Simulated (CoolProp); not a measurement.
Nitrogen at 456.81 K and 0.164 MPa is throttled through a valve to 0.0105 MPa with no heat exchange. Each further row changes one setting.

Values from CoolProp's reference Helmholtz-energy equation of state, Span 2000.

| case | final density (kg/m³) |
|---|---|
| as stated | (withheld) |
| outlet pressure 0.00315 MPa | (withheld) |
| outlet pressure 0.0137 MPa | (withheld) |

Task: What belongs in the gaps?

Result: 
- as stated, final density (kg/m³): 0.0775
- outlet pressure 0.00315 MPa, final density (kg/m³): 0.0232
- outlet pressure 0.0137 MPa, final density (kg/m³): 0.101
